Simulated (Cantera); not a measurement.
**Thermodynamics of hydrogen reduction and annealing atmospheres, feed V2O3 + H2**

Charge: 1 mol V2O3, 15 mol H2, at 0.0133 bar.

These are equilibrium values from Cantera (NASA tables, ideal gas, pure condensed phases), not measurements of a reactor. Candidate condensed phases: H2O, V, VO, V2O3, V2O4, V2O5; 12 gas species. Mutual solubility and eutectic melting of coexisting phases are not modelled. VO: taken at fixed stoichiometry. Condensed phases not in the tables: the oxides between V2O3 and V2O5 other than VO2. Equilibrium is a limit: real reactors are often held back by kinetics, nucleation or transport.

```csv
T (K),x H2,x H2O,x H,x VO2,x VO,n VO(s),n V2O3(s)
1250,0.999,0.000685,4.19e-6,5.81e-12,<1e-12,0.0206,0.990
1300,0.999,0.00101,9.58e-6,4.18e-11,5.44e-12,0.0303,0.985
1350,0.999,0.00144,2.06e-5,2.59e-10,3.42e-11,0.0432,0.978
1400,0.998,0.00201,4.21e-5,1.40e-9,1.88e-10,0.0602,0.970
1450,0.997,0.00273,8.18e-5,6.73e-9,9.15e-10,0.0819,0.959
1500,0.996,0.00364,0.000152,2.90e-8,3.99e-9,0.109,0.945
1550,0.995,0.00475,0.000272,1.13e-7,1.57e-8,0.143,0.929
1600,0.993,0.00611,0.000469,4.05e-7,5.68e-8,0.183,0.908
1650,0.991,0.00772,0.000783,1.33e-6,1.89e-7,0.232,0.884
1700,0.989,0.00962,0.00127,4.09e-6,5.84e-7,0.289,0.856
1750,0.986,0.0118,0.00200,1.17e-5,1.68e-6,0.356,0.822
1800,0.983,0.0144,0.00307,3.16e-5,4.57e-6,0.432,0.784
1850,0.978,0.0173,0.00461,8.05e-5,1.17e-5,0.520,0.739
1900,0.972,0.0205,0.00678,0.000195,2.84e-5,0.620,0.688
```
x: gas mole fraction; n: condensed amount in mol.

From 1250 K to 1900 K the condensed part is VO(s) + V2O3(s).
